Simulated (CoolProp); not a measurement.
The numbers come from the reference Helmholtz-energy equation of state, Platzer 1990 in CoolProp. This equation is an older, rougher fit.

For CF4 (R14), give the phase and the cp (kJ/(kg K)), cv (kJ/(kg K)), viscosity (µPa s), conductivity (mW/(m K)) at 264.4 K and 1.01 bar; 326.4 K and 1.01 bar; 347 K and 1.01 bar.


- 264.4 K and 1.01 bar: gas; cp 0.645, cv 0.548, viscosity 15.5, conductivity 13.3
- 326.4 K and 1.01 bar: gas; cp 0.737, cv 0.641, viscosity 18.6, conductivity 18.3
- 347 K and 1.01 bar: gas; cp 0.764, cv 0.668, viscosity 19.6, conductivity 20.0

Viscosity comes from a separate model (Huber 2003), an estimate that may be off by 10 % or more. Thermal conductivity comes from a separate model (Huber 2003), an estimate that may be off by 10 % or more.
